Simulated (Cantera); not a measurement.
## Stirred combustor or abatement burner

A perfectly stirred reactor is fed with CH₄ : CO : O₂ : N₂ = 0.8 : 0.043 : 3.89 : 12.1 (molar parts), equivalence ratio 0.42, at 1.00 bar; it is adiabatic with a 525 K inlet, and is followed from long to short residence time, starting on the burning branch (τ in s: 0.024, 0.012, 0.0064, 0.0033, 0.0017, 0.00088, 0.00045, 0.00023, 0.00012, 6.2e-05, 3.2e-05, 1.6e-05, 8.4e-06).

Cantera simulation using GRI-Mech 3.0 (53 species, 325 reactions); the numbers are that mechanism's predictions, not measurements.

| τ (s) | T (K) | x CH₄ | x CO | x O₂ | x H₂O | x C₂H₂ |
|---|---|---|---|---|---|---|
| 0.024 | 1618 | 4.10e-5 | 0.000732 | 0.135 | 0.0944 | 1.67e-9 |
| 0.012 | 1612 | 6.41e-5 | 0.00118 | 0.135 | 0.0941 | 2.10e-9 |
| 0.0064 | 1603 | 9.70e-5 | 0.00183 | 0.135 | 0.0937 | 2.54e-9 |
| 0.0033 | 1589 | 0.000153 | 0.00292 | 0.136 | 0.0932 | 3.17e-9 |
| 0.0017 | 1568 | 0.000249 | 0.00469 | 0.137 | 0.0925 | 4.25e-9 |
| 0.00088 | 1535 | 0.000438 | 0.00765 | 0.138 | 0.0915 | 6.85e-9 |
| 0.00045 | 1474 | 0.000979 | 0.0134 | 0.142 | 0.0895 | 1.92e-8 |
| 0.00023 | 525 | 0.0475 | 0.00255 | 0.231 | <1e-12 | <1e-12 |
| 0.00012 | 525 | 0.0475 | 0.00255 | 0.231 | <1e-12 | <1e-12 |
| 6.2e-5 | 525 | 0.0475 | 0.00255 | 0.231 | <1e-12 | <1e-12 |
| 3.2e-5 | 525 | 0.0475 | 0.00255 | 0.231 | <1e-12 | <1e-12 |
| 1.6e-5 | 525 | 0.0475 | 0.00255 | 0.231 | <1e-12 | <1e-12 |
| 8.4e-6 | 525 | 0.0475 | 0.00255 | 0.231 | <1e-12 | <1e-12 |
x: mole fraction; the columns are a selection and need not sum to one.
